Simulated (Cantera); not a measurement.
Cantera run:

```python
import numpy as np
import cantera as ct

gas_names = """
    CL CL2 H HCL H2 N NH NH2 NH3 N2 N2H2 N2H4 Si SiCL SiCL2 SiCL3 SiCL4 SiH SiHCL3 SiH2 SiH2CL2 SiH3
    SiH3CL SiH4 SiN Si2 Si2N Si3
""".split()
cond_names = """
    NH4CL(a) NH4CL(b) Si(cr) Si(L) Si3N4(a)
""".split()


# ... load() reads the species with a 1 bar reference pressure and builds the phases ...
atoms = {
    'SiH2Cl2': {'Si': 1, 'H': 2, 'CL': 2},
    'NH3': {'N': 1, 'H': 3},
    'N2': {'N': 2},
}
top_T = {'Si3N4(a)': 2400}  # K; cautious upper limits of use, not melting points


# ... equilibrate(T, P, feed) seeds the gas with the atoms and calls Mixture.equilibrate('TP', solver="vcs", rtol=1e-11, max_steps=5000) ...
results = []
feed = {'SiH2Cl2': 1, 'NH3': 7, 'N2': 30}  # mol
T = 848.15  # K
P = 770  # Pa
mix = equilibrate(T, P, feed)
results.append((T, P, feed, dict(zip(mix.species_names, mix.species_moles))))
x = sorted(zip(gas.X, gas.species_names), reverse=True)
print(f"T = {T:g} K  P = {P:g} Pa  gas = {mix.phase_moles(0):.4g} mol")
print("   x: " + "  ".join(f"{s} {v:.3e}" for v, s in x if v > 0.0001))
print("   condensed (mol): " + ("  ".join(f"{mix.phase(i).name} {mix.phase_moles(i):.4g}"
      for i in range(1, mix.n_phases) if mix.phase_moles(i) > 1e-12) or "none"))
```

It prints:

```
T = 848.15 K  P = 770 Pa  gas = 45.33 mol
   x: N2 7.243e-01  H2 2.316e-01  HCL 4.407e-02
   condensed (mol): Si3N4(a) 0.3332
```

Equilibrium computed with Cantera from the NASA thermochemical tables; the gas is ideal and each condensed phase is pure.
